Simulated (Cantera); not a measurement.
A perfectly stirred reactor is fed with 16.5 % CO, 2.64 % H2, 18.8 % O2, 61.8 % N2, 0.297 % CO2, equivalence ratio 0.51, at 10.9 atm; it is adiabatic with a 800 K inlet, and is followed from long to short residence time, starting on the burning branch (τ in s: 0.32, 0.12, 0.042, 0.015, 0.0054, 0.0019, 0.0007, 0.00025, 9.1e-05, 3.3e-05).

Cantera simulation using GRI-Mech 3.0 (53 species, 325 reactions); the numbers are that mechanism's predictions, not measurements. The hydrogen kinetics of GRI-Mech 3.0 are dated; newer H2 mechanisms differ, most at raised pressure.

x: mole fraction; the columns are a selection and need not sum to one.

| τ (s) | T (K) | x CO | x H2 | x O2 | x OH | x N2O | x H2O2 |
|---|---|---|---|---|---|---|---|
| 0.32 | 2252 | 0.00155 | 4.35e-5 | 0.0981 | 0.00149 | 1.54e-6 | 1.15e-7 |
| 0.12 | 2254 | 0.00160 | 4.47e-5 | 0.0987 | 0.00151 | 1.55e-6 | 1.17e-7 |
| 0.042 | 2258 | 0.00174 | 4.75e-5 | 0.0998 | 0.00156 | 1.60e-6 | 1.19e-7 |
| 0.015 | 2259 | 0.00206 | 5.39e-5 | 0.101 | 0.00165 | 1.73e-6 | 1.23e-7 |
| 0.0054 | 2256 | 0.00282 | 6.88e-5 | 0.102 | 0.00181 | 2.04e-6 | 1.31e-7 |
| 0.0019 | 2242 | 0.00456 | 0.000104 | 0.103 | 0.00214 | 2.74e-6 | [?] |
| 0.00070 | 2215 | 0.00792 | 0.000172 | 0.104 | 0.00264 | 3.77e-6 | [?] |
| 0.00025 | 2162 | 0.0142 | 0.000296 | 0.106 | 0.00325 | 4.68e-6 | [?] |
| 9.1e-5 | 2074 | 0.0249 | 0.000488 | 0.110 | 0.00371 | 4.82e-6 | [?] |
| 3.3e-5 | 1919 | 0.0446 | 0.000778 | 0.119 | 0.00355 | 4.27e-6 | [?] |

Fill in the missing entries.


- 0.0019, x H2O2: 1.52e-7
- 0.00070, x H2O2: 1.96e-7
- 0.00025, x H2O2: 2.86e-7
- 9.1e-5, x H2O2: 4.47e-7
- 3.3e-5, x H2O2: 8.07e-7
